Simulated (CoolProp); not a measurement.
Vapour-liquid equilibrium of ethanol (1) + dimethyl carbonate (2) at 0.0923 MPa; x and y are mole fractions of (1).

Values from CoolProp's multi-fluid Helmholtz-energy mixture model, Schroeder 2014 and Zhou 2011; pair parameters Bell 2016.

```csv
x,bubble temperature (K),y at the bubble point,dew temperature at overall composition x (K),liquid density (mol/L)
0.05,356.3,0.164,359.1,11.07
0.2,349.7,0.413,355.3,11.66
0.35,347.0,0.527,351.4,12.27
0.5,345.9,0.597,347.6,12.96
0.65,345.5,0.658,345.5,13.75
0.8,345.9,0.740,346.5,14.65
0.95,347.8,0.902,348.5,15.67
```

y crosses x between x = 0.65 and 0.8: the model has an azeotrope there.

Pair parameters are fitted to limited data, so mixtures are less certain than the pure fluids.
